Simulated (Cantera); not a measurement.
Source: NASA polynomial tables (part measured, part estimated), evaluated in Cantera. Values are per mole of reaction as written; species without (g) are pure solids or liquids, kept so even where they would boil at 1 bar.

Problem. Between 773 and 1223 K, where is each reaction favourable under standard conditions?
- Li2O + 2 Cl(g) = O(g) + 2 LiCl(g)

Solution. 
- Li2O + 2 Cl(g) = O(g) + 2 LiCl(g): ΔG° is 50 kJ at 773 K and -37 kJ at 1223 K; it changes sign between 998 and 1073 K. ΔH° is 187 kJ and ΔS° 183 J/K at 1223 K.
